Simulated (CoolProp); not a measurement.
Saturation properties of oxygen (Tc = 154.6 K, pc = 5.046 MPa, ω = 0.022).

Model: reference Helmholtz-energy equation of state, Schmidt 1985, in CoolProp.

```
T (K)  p (MPa)  vapour density (kg/m³)  vapour viscosity (µPa s)
-----  -------  ----------------------  ------------------------
93      0.1347                   5.802                      7.17
98      0.2140                   8.893                      7.57
102.9   0.3217                   12.99                      7.96
107.9   0.4688                   18.50                      8.37
112.9   0.6602                   25.64                      8.79
117.8   0.8978                   34.57                      9.23
122.8    1.198                   46.10                      9.69
127.8    1.565                   60.73                      10.2
132.7    1.996                   78.97                      10.8
```

It boils at 90.2 K under 1 atm.

Viscosity comes from a separate model (Lemmon 2004).
